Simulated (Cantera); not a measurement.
A closed system holds: 1 mol Pb, 0.36 mol CO, 12 mol H2, held at 1123 K and 165 Torr.

Equilibrium computed with Cantera from the NASA thermochemical tables; the gas is ideal and each condensed phase is pure. Candidate condensed phases: C, C6H6, C7H8, C8H18, H2O, Pb, PbO, PbO2, Pb3O4; 113 gas species. Equilibrium is a limit: real reactors are often held back by kinetics, nucleation or transport.

Base state: H2 0.968, CO 0.0276, CH4 0.00155, H2O 0.00151, Pb 0.000831, CO2 3.95e-5 (mole fractions); condensed: Pb(l).

What changes in the equilibrium state with this change: Pb replaced by PbO?


```json
[
 {"species": "H2", "before": "0.968", "after": "0.891"},
 {"species": "H2O", "before": "0.00151", "after": "0.0787"},
 {"species": "CO", "before": "0.0276", "after": "0.0269"},
 {"species": "CO2", "before": "3.95e-5", "after": "0.00217"},
 {"species": "Pb", "before": "0.000831", "after": "0.000831"},
 {"species": "CH4", "before": "0.00155", "after": "2.27e-5"},
 {"species": "Pb(l), mol", "before": "0.990", "after": "0.990"}
]
```

What changes in the equilibrium state with this change: temperature from 1123 K to 1075 K?


| species | before | after |
|---|---|---|
| H2 | 0.968 | 0.968 |
| CO | 0.0276 | 0.0266 |
| CH4 | 0.00155 | 0.00262 |
| H2O | 0.00151 | 0.00254 |
| Pb | 0.000831 | 0.000345 |
| CO2 | 3.95e-5 | 7.50e-5 |
| Pb(l), mol | 0.990 | 0.996 |
